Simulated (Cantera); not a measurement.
Cantera run:

```python
import numpy as np
import cantera as ct

gas_names = """
    B BH BH2 BH3 BN B2 H H2 N NH NH2 NH3 N2 N2H2 N2H4
""".split()
cond_names = """
    B(b) B(L) BN(s)
""".split()


# ... load() reads the species with a 1 bar reference pressure and builds the phases ...
atoms = {
    'B': {'B': 1},
    'NH3': {'N': 1, 'H': 3},
}
top_T = {'BN(s)': 3200}  # K; cautious upper limits of use, not melting points


# ... equilibrate(T, P, feed) seeds the gas with the atoms and calls Mixture.equilibrate('TP', solver="vcs", rtol=1e-11, max_steps=5000) ...
results = []
T = 1573.15  # K
P = 42000  # Pa
for m in [0.43, 0.53, 0.64, 0.78, 0.94, 1.1, 1.4, 1.7, 2.1, 2.5, 3]:
    feed = {'B': 1, 'NH3': m}  # mol
    mix = equilibrate(T, P, feed)
    results.append((T, P, feed, dict(zip(mix.species_names, mix.species_moles))))

top = {s: max(r[3][s] / sum(r[3][g] for g in gas_names) for r in results) for s in gas_names}
cols = sorted((s for s in top if top[s] > 0.001), key=lambda s: -top[s])[:9]
seen = [c for c in cond_names if any(r[3].get(c, 0) > 1e-12 for r in results)]
print("log10 of partial pressures in bar; condensed amounts in mol")
print(f"{'n(NH3)':>10s}" + "".join(f"{s[:9]:>10s}" for s in cols + seen))
for T, P, feed, n in results:
    ng = sum(n[g] for g in gas_names)
    print(f"{feed['NH3']:10.4g}" + "".join(f"{np.log10(max(n[s] / ng * P / 1e5, 1e-99)):10.3f}" for s in cols)
          + "".join(f"{n.get(c, 0):10.4g}" for c in seen))
```

It prints:

```
log10 of partial pressures in bar; condensed amounts in mol
    n(NH3)        H2        N2      B(b)     BN(s)
      0.43    -0.377    -7.456      0.57      0.43
      0.53    -0.377    -7.456      0.47      0.53
      0.64    -0.377    -7.456      0.36      0.64
      0.78    -0.377    -7.456      0.22      0.78
      0.94    -0.377    -7.456   0.05996      0.94
       1.1    -0.390    -1.908         0         1
       1.4    -0.416    -1.437         0         1
       1.7    -0.433    -1.295         0         1
       2.1    -0.447    -1.205         0         1
       2.5    -0.456    -1.155         0         1
         3    -0.464    -1.117         0         1
```

These are equilibrium values from Cantera (NASA tables, ideal gas, pure condensed phases), not measurements of a reactor. Mutual solubility and eutectic melting of coexisting phases are not modelled. The tables' values for BH2 are old estimates; treat these amounts as uncertain.
